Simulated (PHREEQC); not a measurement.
A made-up water analysis in mg/L, 65 °C, pH 6.77, pe 8.2: Na 0.0112; K 0.000767; Ca 0.146; Mg 0.0472; Cl 0.0677; S(6) as SO4 0.175; Alkalinity as HCO3 0.387; Sr 0.000408; Pb 0.000633; Zn 0.00137; Cd 0.0222; Ba 0.00304; N(5) as NO3 0.0152.

Cl is adjusted to close the charge balance.
Valence states are taken as typed.

All values are PHREEQC results (ion-association model, wateq4f.dat), not measurements.

Each row changes one thing in this solution. This is a speciation only: nothing precipitates in the calculation.

```csv
case,HCO3- (mol/kgw),CO2 (mol/kgw),Zn+2 (mol/kgw),Pb+2 (mol/kgw),CO3-2 (mol/kgw),MgSO4 (mol/kgw),SI of Pb(OH)2 (Pb(OH)2),SI of Otavite (CdCO3)
as made,5.79e-6,1.94e-6,1.91e-8,2.63e-9,2.55e-9,1.96e-9,-1.99,-3.22
Ba from 0.00304 to 0.00152 mg/L,5.79e-6,1.94e-6,1.91e-8,2.63e-9,2.55e-9,1.96e-9,-1.99,-3.22
pH from 6.77 to 6.27 at the same alkalinity,6.65e-6,7.05e-6,2.03e-8,___,9.25e-10,1.96e-9,-2.95,-3.66
all concentrations times 4 at the same typed pH,___,8.27e-6,7.63e-8,9.32e-9,1.11e-8,2.97e-8,-1.45,-2.00
```

Task: Fill in the missing entries.

Result: 
- pH from 6.77 to 6.27 at the same alkalinity, Pb+2 (mol/kgw): 2.89e-9
- all concentrations times 4 at the same typed pH, HCO3- (mol/kgw): 2.48e-5

Complexes and solids missing from the database can't appear. Constants without temperature data keep their 25 °C values here.
